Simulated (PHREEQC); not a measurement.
Make-up at 36 °C: 0.066 mol/kgw HF, 0.027 mol/kgw NaF, 0.0014 mol/kgw H2SiF6 and 0.057 mol/kgw HCl. It is in equilibrium with CO2 at log p = -2 (atm). Otherwise closed; pH follows from the charge balance.

Equilibrium calculation in PHREEQC: ion-association model, phreeqc.dat.

No solid was allowed to form.

Q: Order these F species by the share of F that they hold, largest first: HF2-, F-, HF, SiF6-2.

A: HF (88 %), SiF6-2 (8.3 %), F- (2.1 %), HF2- (1.5 %)

The pH is 1.52 and the ionic strength 0.0640 mol/kgw. Complexes and solids missing from the database can't appear. At this temperature some constants are extrapolated from 25 °C, and those without enthalpy data are left unchanged. SiF6-2 is the database's only silicon fluoride.
